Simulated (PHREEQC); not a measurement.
# Hard or scaling water: speciation

Make-up at 20 °C: 0.043 mol/kgw CaCl2, 5.9e-05 mol/kgw NaHCO3 and 0.0046 mol/kgw CO2. Closed to the air; pH follows from the charge balance.

Computed with PHREEQC (ion-association model, phreeqc.dat).

| Property | Value |
|---|---|
| pH | 4.51 |
| ionic strength | 0.129 mol/kgw |
| specific conductance | 7840 µS/cm |
| density | 1.002 g/cm³ |
| total alkalinity | 0.0590 meq/kg |

| species | molality | activity | log γ |
|---|---|---|---|
| Cl- | 0.0860 | 0.0645 | -0.125 |
| Ca+2 | 0.0430 | 0.0157 | -0.436 |
| CO2 | 0.00456 | 0.00470 | 0.013 |
| HCO3- | 8.17e-5 | 6.33e-5 | -0.111 |
| Na+ | 5.90e-5 | 4.56e-5 | -0.112 |
| H+ | 3.77e-5 | 3.08e-5 | -0.088 |
| CaHCO3+ | 1.49e-5 | 1.17e-5 | -0.106 |
| (CO2)2 | 3.32e-7 | 3.42e-7 | 0.013 |
| CaCO3 | 2.03e-9 | 2.09e-9 | 0.013 |
| NaHCO3 | 1.62e-9 | 1.67e-9 | 0.013 |

No solid was allowed to form. Complexes and solids missing from the database can't appear.
